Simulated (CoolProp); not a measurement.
Vapour-liquid equilibrium of R134a (1) + R142b (2) at -80.35 °C; x and y are mole fractions of (1).

Values from CoolProp's multi-fluid Helmholtz-energy mixture model, Tillner-Roth 1994 and Lemmon 2006; pair parameters Bell 2016.

Q: Give the bubble pressure and the first vapour's composition at x = 0.15, 0.25, 0.55. Is there an azeotrope?

A: x = 0.15: 1.995 kPa, y = 0.341; x = 0.25: 2.263 kPa, y = 0.483; x = 0.55: 2.907 kPa, y = 0.738. No azeotrope shows between x = 0.05 and 0.95.

The pair parameters rest on a limited set of measurements; away from them the model extrapolates.
